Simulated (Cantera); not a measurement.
What does this Cantera script print?

```python
import numpy as np
import cantera as ct

gas = ct.Solution("gri30.yaml")
gas.TPX = 1375, 1500, {'N2O': 1, 'H2': 0.0033, 'N2': 0.65}
reactor = ct.IdealGasConstPressureReactor(gas, energy="off", clone=False)
net = ct.ReactorNet([reactor])
net.rtol, net.atol = 1e-08, 1e-18
show = ['N2O', 'H2', 'NO2', 'HO2', 'O', 'NO', 'N2']
times = np.geomspace(2e-06, 3, 15)

steps = ct.SolutionArray(gas, extra=["t"])
rows = []
print(f"{'t/s':>10s}{'T/K':>9s}{'P/Pa':>11s}" + "".join(f"{s:>11s}" for s in show))
for t in times:
    while net.time < t:
        t_next = net.step()
        steps.append(gas.state, t=t_next)
    rows.append([np.interp(t, steps.t, y) for y in (steps.T, steps.P, *steps(*show).X.T)])
    print(f"{t:10.3e}{rows[-1][0]:9.1f}{rows[-1][1]:11.4g}" + "".join(f"{x:11.3e}" for x in rows[-1][2:]))
rate = np.gradient(steps.T, steps.t)
print("integrator steps:", len(steps.t))
if steps.T.max() > steps.T[0] + 200:
    print(f"time of steepest temperature rise: {steps.t[rate.argmax()]:.4e} s")
gas.TPX = 1375, 1500, {'N2O': 1, 'H2': 0.0033, 'N2': 0.65}
gas.equilibrate("TP")
print(f"equilibrium (TP): T = {gas.T:.1f} K  " + "  ".join(f"{s} {gas[s].X[0]:.3e}" for s in show))
```

It prints:

```
       t/s      T/K       P/Pa        N2O         H2        NO2        HO2          O         NO         N2
 2.000e-06   1375.0       1500  6.049e-01  1.996e-03  3.380e-22  1.487e-15  1.004e-07  9.690e-11  3.932e-01
 5.523e-06   1375.0       1500  6.049e-01  1.996e-03  1.947e-20  3.198e-14  2.757e-07  7.366e-10  3.932e-01
 1.525e-05   1375.0       1500  6.048e-01  1.996e-03  1.122e-18  7.120e-13  7.507e-07  5.578e-09  3.932e-01
 4.212e-05   1375.0       1500  6.048e-01  1.996e-03  6.264e-17  1.645e-11  1.995e-06  4.146e-08  3.932e-01
 1.163e-04   1375.0       1500  6.048e-01  1.996e-03  3.843e-15  3.890e-10  4.965e-06  2.962e-07  3.932e-01
 3.212e-04   1375.0       1500  6.048e-01  1.995e-03  4.159e-13  8.178e-09  1.050e-05  1.898e-06  3.932e-01
 8.870e-04   1375.0       1500  6.047e-01  1.991e-03  7.519e-11  1.303e-07  1.595e-05  9.662e-06  3.932e-01
 2.449e-03   1375.0       1500  6.045e-01  1.967e-03  8.995e-09  1.353e-06  1.714e-05  3.619e-05  3.933e-01
 6.764e-03   1375.0       1500  6.038e-01  1.827e-03  4.874e-07  7.108e-06  1.712e-05  1.121e-04  3.938e-01
 1.868e-02   1375.0       1500  6.018e-01  1.324e-03  7.729e-06  1.088e-05  1.761e-05  3.164e-04  3.951e-01
 5.159e-02   1375.0       1500  5.967e-01  5.554e-04  4.087e-05  6.979e-06  1.828e-05  8.594e-04  3.983e-01
 1.425e-01   1375.0       1500  5.845e-01  9.859e-05  1.054e-04  2.576e-06  1.858e-05  2.370e-03  4.052e-01
 3.934e-01   1375.0       1500  5.536e-01  3.122e-06  1.279e-04  8.205e-07  1.860e-05  6.520e-03  4.222e-01
 1.086e+00   1375.0       1500  4.783e-01  3.506e-08  1.264e-04  3.126e-07  1.850e-05  1.670e-02  4.636e-01
 3.000e+00   1375.0       1500  3.258e-01  3.789e-08  9.379e-05  9.945e-08  1.836e-05  3.726e-02  5.473e-01
integrator steps: 1271
equilibrium (TP): T = 1375.0 K  N2O 5.061e-09  H2 7.994e-09  NO2 6.800e-07  HO2 3.414e-09  O 2.516e-06  NO 6.535e-04  N2 7.665e-01
```

Cantera simulation using GRI-Mech 3.0 (53 species, 325 reactions); the numbers are that mechanism's predictions, not measurements. GRI-Mech 3.0 was tuned for natural gas; its chemistry of N2O as a main component is partial and can be far from experiment. Radical loss at walls, strong at low pressure, is not modelled. The mechanism lacks the step 2 NO + O2 → 2 NO2, which can matter for NO2 below about 1400 K. The temperature is held fixed by assumption; the heat of reaction is taken as removed at once.
